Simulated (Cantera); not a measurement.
Cantera run, input and output.

```python
import numpy as np
import cantera as ct

gas = ct.Solution("h2o2.yaml")
gas.TPX = 1123, 580000, {'H2': 1, 'O2': 0.98, 'N2': 3.69}
reactor = ct.IdealGasConstPressureReactor(gas, energy="on", clone=False)
net = ct.ReactorNet([reactor])
net.rtol, net.atol = 1e-08, 1e-16
show = ['H2', 'O2', 'H2O2', 'OH', 'H2O']
times = np.geomspace(2e-06, 0.3, 16)

steps = ct.SolutionArray(gas, extra=["t"])
rows = []
print(f"{'t/s':>10s}{'T/K':>9s}{'P/Pa':>11s}" + "".join(f"{s:>11s}" for s in show))
for t in times:
    while net.time < t:
        t_next = net.step()
        steps.append(gas.state, t=t_next)
    rows.append([np.interp(t, steps.t, y) for y in (steps.T, steps.P, *steps(*show).X.T)])
    print(f"{t:10.3e}{rows[-1][0]:9.1f}{rows[-1][1]:11.4g}" + "".join(f"{x:11.3e}" for x in rows[-1][2:]))
rate = np.gradient(steps.T, steps.t)
print("integrator steps:", len(steps.t))
if steps.T.max() > steps.T[0] + 200:
    print(f"time of steepest temperature rise: {steps.t[rate.argmax()]:.4e} s")
gas.TPX = 1123, 580000, {'H2': 1, 'O2': 0.98, 'N2': 3.69}
gas.equilibrate("HP")
print(f"equilibrium (HP): T = {gas.T:.1f} K  " + "  ".join(f"{s} {gas[s].X[0]:.3e}" for s in show))
```

It prints:

```
       t/s      T/K       P/Pa         H2         O2       H2O2         OH        H2O
 2.000e-06   1123.0    5.8e+05  1.764e-01  1.728e-01  3.288e-11  2.561e-10  5.604e-09
 4.427e-06   1123.0    5.8e+05  1.764e-01  1.728e-01  2.256e-10  4.232e-10  2.303e-08
 9.799e-06   1123.0    5.8e+05  1.764e-01  1.728e-01  1.526e-09  5.745e-10  7.949e-08
 2.169e-05   1123.0    5.8e+05  1.764e-01  1.728e-01  9.585e-09  7.554e-10  2.421e-07
 4.801e-05   1123.0    5.8e+05  1.764e-01  1.728e-01  5.881e-08  1.334e-09  7.916e-07
 1.063e-04   1123.0    5.8e+05  1.764e-01  1.728e-01  4.576e-07  4.777e-09  4.023e-06
 2.352e-04   1123.7    5.8e+05  1.762e-01  1.727e-01  1.625e-05  1.179e-07  8.999e-05
 5.206e-04   2345.8    5.8e+05  7.024e-04  9.103e-02  6.806e-07  6.236e-03  1.891e-01
 1.152e-03   2345.8    5.8e+05  7.024e-04  9.103e-02  6.806e-07  6.236e-03  1.891e-01
 2.551e-03   2345.8    5.8e+05  7.024e-04  9.103e-02  6.806e-07  6.236e-03  1.891e-01
 5.646e-03   2345.8    5.8e+05  7.024e-04  9.103e-02  6.806e-07  6.236e-03  1.891e-01
 1.250e-02   2345.8    5.8e+05  7.024e-04  9.103e-02  6.806e-07  6.236e-03  1.891e-01
 2.766e-02   2345.8    5.8e+05  7.024e-04  9.103e-02  6.806e-07  6.236e-03  1.891e-01
 6.123e-02   2345.8    5.8e+05  7.024e-04  9.103e-02  6.806e-07  6.236e-03  1.891e-01
 1.355e-01   2345.8    5.8e+05  7.024e-04  9.103e-02  6.806e-07  6.236e-03  1.891e-01
 3.000e-01   2345.8    5.8e+05  7.024e-04  9.103e-02  6.806e-07  6.236e-03  1.891e-01
integrator steps: 1285
time of steepest temperature rise: 3.2292e-04 s
equilibrium (HP): T = 2345.8 K  H2 7.024e-04  O2 9.103e-02  H2O2 6.806e-07  OH 6.236e-03  H2O 1.891e-01
```

Cantera simulation using the H2/O2 subset of GRI-Mech 3.0, which has no nitrogen chemistry; the numbers are that mechanism's predictions, not measurements. The hydrogen kinetics of GRI-Mech 3.0 are dated; newer H2 mechanisms differ, most at raised pressure.
